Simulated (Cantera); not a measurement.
# Moist CO burnout

A perfectly stirred reactor is fed with 0.289 % CO, 7.30 % O2, 7.47 % H2O, 84.9 % N2, at 3.00 bar; it is held at 900 K, and followed from long to short residence time.

Computed with Cantera and GRI-Mech 3.0 (53 species, 325 reactions).

```tsv
τ (s)	x CO	x O2	x H2O	x NO	x O
9.4	0.00215	0.0727	0.0748	<1e-12	7.68e-10
3.3	0.00258	0.0729	0.0748	<1e-12	8.82e-10
1.2	0.00279	0.0730	0.0747	<1e-12	7.42e-10
0.41	0.00288	0.0730	0.0747	<1e-12	2.55e-10
0.15	0.00289	0.0730	0.0747	<1e-12	3.41e-11
0.051	0.00289	0.0730	0.0747	<1e-12	2.06e-11
0.018	0.00289	0.0730	0.0747	<1e-12	1.80e-11
0.0064	0.00289	0.0730	0.0747	<1e-12	1.67e-11
```
x: mole fraction; the columns are a selection and need not sum to one.
